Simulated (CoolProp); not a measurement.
Vapour-liquid equilibrium of ethane (1) + n-pentane (2) at 281.9 K; x and y are mole fractions of (1).

Computed with CoolProp (multi-fluid Helmholtz-energy mixture model, Bücker 2006 and Thol 2019; pair parameters Kunz 2012).

| x | bubble pressure (kPa) | y at the bubble point | dew pressure at overall composition x (kPa) | liquid density (mol/L) |
|---|---|---|---|---|
| 0.05 | 159.0 | 0.775 | 37.81 | 9.019 |
| 0.2 | 537.5 | 0.935 | 44.93 | 9.615 |
| 0.35 | 925.6 | 0.964 | 55.33 | 10.26 |
| 0.5 | 1322 | 0.976 | 71.91 | 10.96 |
| 0.65 | 1733 | 0.984 | 102.6 | 11.69 |
| 0.8 | 2176 | 0.990 | 178.8 | 12.38 |
| 0.95 | 2705 | 0.997 | 688.7 | 12.73 |

No azeotrope shows between x = 0.05 and 0.95.

Pair parameters are fitted to limited data, so mixtures are less certain than the pure fluids.
